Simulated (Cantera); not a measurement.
Adiabatic ignition

An adiabatic, constant-volume homogeneous reactor starts with 10.4 % CH4, 18.8 % O2, 70.8 % N2, at 1725 K and 1.90 bar.

Model: GRI-Mech 3.0 (53 species, 325 reactions), integrated in Cantera. Above 3000 K some thermodynamic fits are extrapolated.

```json
[
 {"t (s)": "3.00e-6", "T (K)": "1725", "P (bar)": "1.90", "x CH4": "0.104", "x O2": "0.188", "x HO2": "4.34e-6", "x H2O2": "8.88e-8", "x NO": "<1e-12"},
 {"t (s)": "7.82e-6", "T (K)": "1725", "P (bar)": "1.90", "x CH4": "0.104", "x O2": "0.188", "x HO2": "9.96e-6", "x H2O2": "2.38e-7", "x NO": "<1e-12"},
 {"t (s)": "2.04e-5", "T (K)": "1724", "P (bar)": "1.90", "x CH4": "0.103", "x O2": "0.188", "x HO2": "1.88e-5", "x H2O2": "4.88e-7", "x NO": "4.25e-12"},
 {"t (s)": "5.31e-5", "T (K)": "1731", "P (bar)": "1.91", "x CH4": "0.101", "x O2": "0.187", "x HO2": "5.24e-5", "x H2O2": "1.59e-6", "x NO": "4.30e-11"},
 {"t (s)": "0.000138", "T (K)": "3055", "P (bar)": "3.62", "x CH4": "<1e-12", "x O2": "0.0179", "x HO2": "1.20e-5", "x H2O2": "6.67e-7", "x NO": "0.00305"},
 {"t (s)": "0.000361", "T (K)": "3044", "P (bar)": "3.60", "x CH4": "<1e-12", "x O2": "0.0154", "x HO2": "1.05e-5", "x H2O2": "6.12e-7", "x NO": "0.0114"},
 {"t (s)": "0.000940", "T (K)": "3043", "P (bar)": "3.60", "x CH4": "<1e-12", "x O2": "0.0151", "x HO2": "1.04e-5", "x H2O2": "6.05e-7", "x NO": "0.0123"},
 {"t (s)": "0.00245", "T (K)": "3043", "P (bar)": "3.60", "x CH4": "<1e-12", "x O2": "0.0151", "x HO2": "1.04e-5", "x H2O2": "6.05e-7", "x NO": "0.0123"},
 {"t (s)": "0.00638", "T (K)": "3043", "P (bar)": "3.60", "x CH4": "<1e-12", "x O2": "0.0151", "x HO2": "1.04e-5", "x H2O2": "6.05e-7", "x NO": "0.0123"},
 {"t (s)": "0.0166", "T (K)": "3043", "P (bar)": "3.60", "x CH4": "<1e-12", "x O2": "0.0151", "x HO2": "1.04e-5", "x H2O2": "6.05e-7", "x NO": "0.0123"},
 {"t (s)": "0.0434", "T (K)": "3043", "P (bar)": "3.60", "x CH4": "<1e-12", "x O2": "0.0151", "x HO2": "1.04e-5", "x H2O2": "6.05e-7", "x NO": "0.0123"},
 {"t (s)": "0.113", "T (K)": "3043", "P (bar)": "3.60", "x CH4": "<1e-12", "x O2": "0.0151", "x HO2": "1.04e-5", "x H2O2": "6.05e-7", "x NO": "0.0123"},
 {"t (s)": "0.294", "T (K)": "3043", "P (bar)": "3.60", "x CH4": "<1e-12", "x O2": "0.0151", "x HO2": "1.04e-5", "x H2O2": "6.05e-7", "x NO": "0.0123"},
 {"t (s)": "0.767", "T (K)": "3043", "P (bar)": "3.60", "x CH4": "<1e-12", "x O2": "0.0151", "x HO2": "1.04e-5", "x H2O2": "6.05e-7", "x NO": "0.0123"},
 {"t (s)": "2.00", "T (K)": "3043", "P (bar)": "3.60", "x CH4": "<1e-12", "x O2": "0.0151", "x HO2": "1.04e-5", "x H2O2": "6.05e-7", "x NO": "0.0123"}
]
```
x: mole fraction; the columns are a selection and need not sum to one.

```json
{
  "time_of_steepest_temperature_rise": "0.102 ms",
  "temperature at 2.00 s": "3043 K",
  "equilibrium_temperature": "3043 K",
  "x(CH4) at 2.00 s": "<1e-12 (gas-phase equilibrium <1e-12)",
  "x(O2) at 2.00 s": "0.0151 (gas-phase equilibrium 0.0151)",
  "x(HO2) at 2.00 s": "1.04e-5 (gas-phase equilibrium 1.04e-5)"
}
```
